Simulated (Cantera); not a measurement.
A closed system holds: 1 mol toluene, 7.1 mol H2, 0.26 mol N2, equilibrated at 17.0 mbar.

Cantera equilibrium calculation (NASA polynomials, part measured and part estimated; ideal gas, pure solids and liquids). Candidate condensed phases: C, C6H6, C7H8, C8H18; 92 gas species. Equilibrium is a limit: real reactors are often held back by kinetics, nucleation or transport. All values below are at 1425 °C.

Base state: H2 0.976, N2 0.0226, H 0.00110, HCN 0.000538, C2H2 (acetylene) 7.03e-5, CH4 1.79e-5, HNC 1.60e-5 (mole fractions); condensed: C(graphite).

Problem. What changes in the equilibrium state with this change: N2 from 0.26 to 1.1 mol?

Solution. 
```csv
species,before,after
H2,0.976,0.908
N2,0.0226,0.0896
H,0.00110,0.00106
HCN,0.000538,0.00103
HNC,1.60e-5,3.08e-5
CH4,1.79e-5,1.55e-5
"C(graphite), mol",6.99,6.99
```

Problem. What changes in the equilibrium state with this change: N2 from 0.26 to 2.6 mol?

Solution. 
```tsv
species	before	after
H2	0.976	0.809
N2	0.0226	0.189
HCN	0.000538	0.00142
HNC	1.60e-5	4.21e-5
CH4	1.79e-5	1.23e-5
C2H2 (acetylene)	7.03e-5	5.83e-5
H	0.00110	0.000997
C(graphite), mol	6.99	6.98
```
